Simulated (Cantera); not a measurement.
Source: NASA polynomial tables (part measured, part estimated), evaluated in Cantera. Values are per mole of reaction as written; species without (g) are pure solids or liquids, kept so even where they would boil at 1 bar.

Between 1300 and 1500 K, where is each reaction favourable under standard conditions?
- 6 HF(g) + 3 Cu + N₂(g) → 2 NH₃(g) + 3 CuF₂(g)


- 6 HF(g) + 3 Cu + N₂(g) → 2 NH₃(g) + 3 CuF₂(g): ΔG° is 969 kJ at 1300 K and 1013 kJ at 1500 K; it stays positive (K < 1). ΔH° is 671 kJ and ΔS° -228 J/K at 1500 K.
